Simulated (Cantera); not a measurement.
# Equilibrium for aluminium nitride and oxide growth: AlCl3 + O2 + N2 + H2O

Charge: 1 mol AlCl3, a varied amount of O2, 4.5 mol N2, 0.69 mol H2O, at 1873 K and 0.000500 bar.

Equilibrium computed with Cantera from the NASA thermochemical tables; the gas is ideal and each condensed phase is pure. Candidate condensed phases: Al, AlCl3, AlN, Al2O3, H2O, NH4Cl; 45 gas species. The tables' values for AlCl2 are old estimates; treat these amounts as uncertain. The numbers say what is thermodynamically allowed, not how fast it happens.

| n(O2) (mol) | log p O2 | log p N2 | log p Cl | log p HCl | log p H2O | log p AlCl3 | n Al2O3(s) |
|---|---|---|---|---|---|---|---|
| 0.29 | -10.24 | -3.51 | -4.07 | -4.03 | -7.68 | -5.17 | 0.422 |
| 0.43 | -6.12 | -3.53 | -3.96 | -4.05 | -5.89 | -7.93 | 0.500 |
| 0.64 | -4.92 | -3.54 | -3.95 | -4.10 | -5.40 | -8.80 | 0.500 |
| 0.96 | -4.53 | -3.56 | -3.95 | -4.14 | -5.27 | -9.11 | 0.500 |
| 1.4 | -4.28 | -3.58 | -3.97 | -4.18 | -5.20 | -9.34 | 0.500 |
| 2.1 | -4.07 | -3.62 | -3.99 | -4.23 | -5.16 | -9.56 | 0.500 |
| 3.2 | -3.89 | -3.67 | -4.03 | -4.30 | -5.14 | -9.81 | 0.500 |
| 4.7 | -3.76 | -3.73 | -4.07 | -4.38 | -5.14 | -10.05 | 0.500 |
| 7 | -3.65 | -3.81 | -4.14 | -4.49 | -5.16 | -10.33 | 0.500 |
| 10 | -3.57 | -3.89 | -4.21 | -4.60 | -5.19 | -10.61 | 0.500 |
| 15 | -3.50 | -4.00 | -4.31 | -4.74 | -5.25 | -10.96 | 0.500 |
log p: log10 of the partial pressure in bar; n: condensed amount in mol.

From 0.29 mol O2 to 15 mol O2 the condensed part is Al2O3(s). The main Al-bearing gas is AlCl3 at 0.29 mol O2 and AlOCl at 15 mol O2.
